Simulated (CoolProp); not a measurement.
Vapour-liquid equilibrium of C2F6 (R116) (1) + R143a (2) at 245.5 K; x and y are mole fractions of (1).

The numbers come from the multi-fluid Helmholtz-energy mixture model, Lemmon 2006 and Lemmon and Jacobsen 2000; pair parameters Bell 2016 in CoolProp.

**Question.** Give the bubble pressure and the first vapour's composition at x = 0.05, 0.35, 0.8. Is there an azeotrope?

**Answer.** x = 0.05: 3.155 bar, y = 0.268; x = 0.35: 6.125 bar, y = 0.685; x = 0.8: 7.877 bar, y = 0.865. No azeotrope shows between x = 0.05 and 0.95.

The pair parameters rest on a limited set of measurements; away from them the model extrapolates.
